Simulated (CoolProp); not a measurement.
Vapour-liquid equilibrium of R134a (1) + n-butane (2) at 0.557 MPa; x and y are mole fractions of (1).

Values from CoolProp's multi-fluid Helmholtz-energy mixture model, Tillner-Roth 1994 and Bücker 2006; pair parameters Bell 2016.

```
x     bubble temperature (K)  y at the bubble point  dew temperature at overall composition x (K)  liquid density (mol/L)
----  ----------------------  ---------------------  --------------------------------------------  ----------------------
0.05                   314.5                    [?]                                           [?]                   9.533
0.2                    297.4                  0.601                                         319.1                   10.00
0.35                   292.8                    [?]                                         311.8                     [?]
0.5                    291.2                  0.710                                         303.6                   10.53
0.65                   290.3                  0.742                                         294.4                   10.88
0.8                    289.9                  0.797                                         289.9                     [?]
0.95                     [?]                  0.922                                         291.5                   11.86
```

Problem. What belongs in the gaps?

Solution. 
- 0.05, y at the bubble point: 0.297
- 0.05, dew temperature at overall composition x (K): 325.6
- 0.35, y at the bubble point: 0.676
- 0.35, liquid density (mol/L): 10.26
- 0.8, liquid density (mol/L): 11.33
- 0.95, bubble temperature (K): 291.0

y crosses x between x = 0.65 and 0.8: the model has an azeotrope there.

The pair parameters rest on a limited set of measurements; away from them the model extrapolates. With so large a gap from Raoult's law the liquid may split in two, which this calculation doesn't test in full.
